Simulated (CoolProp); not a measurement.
The numbers come from the reference Helmholtz-energy equation of state, Lemmon 2005 in CoolProp. It is a short technical equation, of lower accuracy than the large ones.

Question: Give the vapour pressure (bar), liquid density (kg/m³), surface tension (mN/m) of saturated isobutene at 253.5, 304.5, 372.4 K.

Answer: 
```tsv
T (K)	p (bar)	liquid density (kg/m³)	surface tension (mN/m)
253.5	0.600	641	17.3
304.5	3.68	580	11.0
372.4	18.0	473	3.58
```

Surface tension comes from a separate correlation (Mulero 2012).
